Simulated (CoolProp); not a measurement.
Vapour pressure (kPa) of tetrahydrofuran: the reference equation beside estimates from Tc = 540.2 K, pc = 5304 kPa, ω = 0.234. Clausius-Clapeyron is anchored at 307.8 K with a constant enthalpy of vaporisation of 31.65 kJ/mol.

Model: reference Helmholtz-energy equation of state, Fiedler 2023, in CoolProp.

```
T (K)  reference  Lee-Kesler  Clausius-Clapeyron  Redlich-Kwong  Peng-Robinson
-----  ---------  ----------  ------------------  -------------  -------------
255.5      2.280       2.116               2.587          5.356          2.397
272.9      6.315       5.901               6.689          13.80          6.486
290.4      15.23       14.39               15.50          30.99          15.40
307.8      32.53         [?]               32.53          61.80          32.59
325.2      63.18       61.21               63.04          112.5          62.96
342.6      113.4       111.2               114.2          190.0          112.8
360        190.8       189.1               195.5          302.0          189.7
377.5      304.6         [?]               319.1          457.2          303.3
394.9      463.0         [?]               497.6          661.9          462.4
412.3      676.9       684.5               747.5          924.5          678.4
```

### Question
Fill in the missing entries.

### Answer

- 307.8, Lee-Kesler: 31.11
- 377.5, Lee-Kesler: 304.4
- 394.9, Lee-Kesler: 465.9

Absolute difference from the reference over all 10 rows, mean and median: Lee-Kesler 3.1 and 2.5 %, Clausius-Clapeyron 4.7 and 3.6 %, Redlich-Kwong 78.0 and 72.8 %, Peng-Robinson 1.1 and 0.5 %.
